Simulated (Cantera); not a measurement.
Input (Python, Cantera):

```python
import numpy as np
import cantera as ct

gas = ct.Solution("gri30.yaml")
gas.TPX = 2125, 160000, {'CH4': 1, 'H2O': 4.5}
reactor = ct.IdealGasConstPressureReactor(gas, energy="off", clone=False)
net = ct.ReactorNet([reactor])
net.rtol, net.atol = 1e-08, 1e-18
show = ['CH4', 'H2O', 'CH2CO', 'H', 'CH2O', 'O', 'OH']
times = np.geomspace(9e-06, 5, 15)

steps = ct.SolutionArray(gas, extra=["t"])
rows = []
print(f"{'t/s':>10s}{'T/K':>9s}{'P/Pa':>11s}" + "".join(f"{s:>11s}" for s in show))
for t in times:
    while net.time < t:
        t_next = net.step()
        steps.append(gas.state, t=t_next)
    rows.append([np.interp(t, steps.t, y) for y in (steps.T, steps.P, *steps(*show).X.T)])
    print(f"{t:10.3e}{rows[-1][0]:9.1f}{rows[-1][1]:11.4g}" + "".join(f"{x:11.3e}" for x in rows[-1][2:]))
rate = np.gradient(steps.T, steps.t)
print("integrator steps:", len(steps.t))
if steps.T.max() > steps.T[0] + 200:
    print(f"time of steepest temperature rise: {steps.t[rate.argmax()]:.4e} s")
gas.TPX = 2125, 160000, {'CH4': 1, 'H2O': 4.5}
gas.equilibrate("TP")
print(f"equilibrium (TP): T = {gas.T:.1f} K  " + "  ".join(f"{s} {gas[s].X[0]:.3e}" for s in show))
```

Output:

```
       t/s      T/K       P/Pa        CH4        H2O      CH2CO          H       CH2O          O         OH
 9.000e-06   2125.0    1.6e+05  1.339e-01  7.932e-01  1.106e-05  4.822e-04  5.393e-04  1.622e-06  5.832e-04
 2.315e-05   2125.0    1.6e+05  7.956e-02  7.426e-01  1.424e-04  8.661e-04  3.333e-04  1.269e-06  5.500e-04
 5.955e-05   2125.0    1.6e+05  3.990e-02  6.929e-01  2.345e-04  1.168e-03  1.413e-04  9.709e-07  4.911e-04
 1.532e-04   2125.0    1.6e+05  1.862e-02  6.449e-01  2.226e-04  1.459e-03  6.128e-05  9.389e-07  4.570e-04
 3.941e-04   2125.0    1.6e+05  1.112e-02  5.835e-01  1.455e-04  1.673e-03  2.920e-05  9.140e-07  3.930e-04
 1.014e-03   2125.0    1.6e+05  7.552e-03  5.133e-01  5.931e-05  1.773e-03  1.334e-05  8.289e-07  3.101e-04
 2.608e-03   2125.0    1.6e+05  3.064e-03  4.600e-01  1.067e-05  1.824e-03  3.916e-06  7.667e-07  2.554e-04
 6.708e-03   2125.0    1.6e+05  1.526e-04  4.434e-01  1.543e-07  1.844e-03  2.007e-07  7.441e-07  2.403e-04
 1.726e-02   2125.0    1.6e+05  3.062e-09  4.429e-01  9.384e-13  1.878e-03  3.001e-08  7.705e-07  2.443e-04
 4.439e-02   2125.0    1.6e+05  9.190e-10  4.429e-01  1.550e-13  1.878e-03  3.001e-08  7.705e-07  2.443e-04
 1.142e-01   2125.0    1.6e+05  9.190e-10  4.429e-01  1.550e-13  1.878e-03  3.001e-08  7.705e-07  2.443e-04
 2.937e-01   2125.0    1.6e+05  9.190e-10  4.429e-01  1.550e-13  1.878e-03  3.001e-08  7.705e-07  2.443e-04
 7.556e-01   2125.0    1.6e+05  9.190e-10  4.429e-01  1.550e-13  1.878e-03  3.001e-08  7.705e-07  2.443e-04
 1.944e+00   2125.0    1.6e+05  9.190e-10  4.429e-01  1.550e-13  1.878e-03  3.001e-08  7.705e-07  2.443e-04
 5.000e+00   2125.0    1.6e+05  9.190e-10  4.429e-01  1.550e-13  1.878e-03  3.001e-08  7.705e-07  2.443e-04
integrator steps: 1507
equilibrium (TP): T = 2125.0 K  CH4 1.074e-09  H2O 4.429e-01  CH2CO 1.802e-13  H 1.878e-03  CH2O 3.001e-08  O 7.705e-07  OH 2.443e-04
```

Computed with Cantera and GRI-Mech 3.0 (53 species, 325 reactions).
